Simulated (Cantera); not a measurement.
Input: 1 mol CuO, 0.48 mol C, 0.28 mol N2, held at 1.00 bar.

Equilibrium computed with Cantera from the NASA thermochemical tables; the gas is ideal and each condensed phase is pure. Candidate condensed phases: C, Cu, CuO, Cu2O; 27 gas species. Mutual solubility and eutectic melting of coexisting phases are not modelled. Rates play no part. All values below are at 1500 K.

Base state: CO2 0.631, N2 0.368, CO 0.000309, O2 9.97e-5, NO 1.82e-5 (mole fractions); condensed: Cu(l) + Cu2O(s).

### Question
What changes in the equilibrium state with this change: C from 0.48 to 5.1 mol?

### Answer
```tsv
species	before	after
CO	0.000309	0.781
N2	0.368	0.219
CO2	0.631	0.000405
O2	9.97e-5	<1e-9
NO	1.82e-5	<1e-9
Cu(l), mol	0.920	1.000
Cu2O(s), mol	0.0401	0
C(graphite), mol	0	4.10
```
